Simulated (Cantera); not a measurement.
A closed system holds: 1 mol CaCO3, 5.1 mol CO2, 0.1 mol O2, equilibrated at 28.0 Pa.

Method: chemical equilibrium by Gibbs-energy minimisation in Cantera with the NASA 1993 tables (ideal gas, pure condensed phases). Candidate condensed phases: C, Ca, CaCO3, CaO; 15 gas species. The numbers say what is thermodynamically allowed, not how fast it happens.

Question: At 1800 °C, list the 6 most abundant gas species with their mole fractions, and the condensed phases.

Answer: CO2 0.607, CO 0.245, O2 0.124, O 0.0242, Ca 0.000103, CaO 1.33e-5. Condensed: CaO(s).
